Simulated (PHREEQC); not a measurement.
Make-up at 25 °C: 3.3 mmol/kgw HF, 2.6 mmol/kgw CsF and 11 mmol/kgw H2SiF6. Closed to the air; pH follows from the charge balance.

All values are PHREEQC results (ion-association model, wateq4f.dat), not measurements.

The pH comes out as 1.77. The ionic strength is 0.0328 mol/kgw and the total alkalinity is -69.3 meq/kg.

```
species  molality  activity   log γ
-------  --------  --------  ------
H+         0.0194    0.0169  -0.060
SiF6-2     0.0108   0.00562  -0.285
HF        0.00638   0.00643   0.003
Cs+       0.00260   0.00220  -0.073
F-       0.000303  0.000254  -0.076
H4SiO4   0.000169  0.000170   0.003
```

No solid was allowed to form. Examples of supersaturated solids here: Quartz (slow to form). Others may be too. SiF6-2 is the database's only silicon fluoride.
